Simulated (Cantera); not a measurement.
Input: 1 mol SiHCl₃, 340 mol H₂, at 0.00133 bar.

These are equilibrium values from Cantera (NASA tables, ideal gas, pure condensed phases), not measurements of a reactor. Candidate condensed phases: Si; 19 gas species. The tables' values for SiCl are old estimates; treat these amounts as uncertain. Gases not in the tables: Si₂H₆ and higher silanes. Kinetics and transport are ignored.

Q: At 1675 K, list the 5 most abundant gas species with their mole fractions, and the condensed phases.

A: H₂ 0.988, HCl 0.00822, H 0.00316, Si 0.000326, SiCl₂ 0.000247. Condensed: Si(s).
